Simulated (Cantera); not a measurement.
What does this Cantera script print?

```python
import numpy as np
import cantera as ct

gas_names = """
    O2 N
""".split()
cond_names = """
    VN(s) V2O5(s) V2O5(L)
""".split()


# ... load() reads the species with a 1 bar reference pressure and builds the phases ...
species = {s.name: s for s in load("nasa_gas.yaml", gas_names) + load("nasa_condensed.yaml", cond_names)}
# Each term lists the table entries of one substance; the one whose range holds T is used.
reactions = {
    '4 VN + 5 O2(g) = 2 V2O5 + 4 N(g)':
        [(-4, ['VN(s)']), (-5, ['O2']), (2, ['V2O5(s)', 'V2O5(L)']), (4, ['N'])],
}


def pick(names, T):
    return next(species[n] for n in names if species[n].thermo.min_temp <= T <= species[n].thermo.max_temp)


results = []
for label, terms in reactions.items():
    print(label)
    print("     T/K   dH/kJ  dS/(J/K)   dG/kJ   log10 K")
    for T in [650, 850, 1050, 1250, 1450, 1650, 1850, 2050]:
        used = [(nu, pick(names, T)) for nu, names in terms]
        dH = sum(nu * s.thermo.h(T) for nu, s in used) / 1e6
        dS = sum(nu * s.thermo.s(T) for nu, s in used) / 1e3
        dG = dH - T * dS / 1e3
        logK = -dG * 1e6 / (ct.gas_constant * T * np.log(10))
        results.append((label, T, dH, dS, dG, logK, [s.name for _, s in used]))
        print(f"{T:8g} {dH:8.1f} {dS:8.1f} {dG:8.1f} {logK:8.2f}")
```

It prints:

```
4 VN + 5 O2(g) = 2 V2O5 + 4 N(g)
     T/K   dH/kJ  dS/(J/K)   dG/kJ   log10 K
     650   -319.9   -252.8   -155.6    12.50
     850   -307.0   -235.5   -106.9     6.57
    1050   -164.0    -83.9    -75.9     3.77
    1250   -150.7    -72.3    -60.3     2.52
    1450   -139.8    -64.2    -46.7     1.68
    1650   -131.2    -58.6    -34.4     1.09
    1850   -124.7    -54.9    -23.1     0.65
    2050   -120.3    -52.6    -12.4     0.32
```

Cantera with NASA thermochemical tables; ideal gases at 1 bar, condensed phases pure. VN: taken at fixed stoichiometry. Condensed species are held in their standard states even where they would react or evaporate.
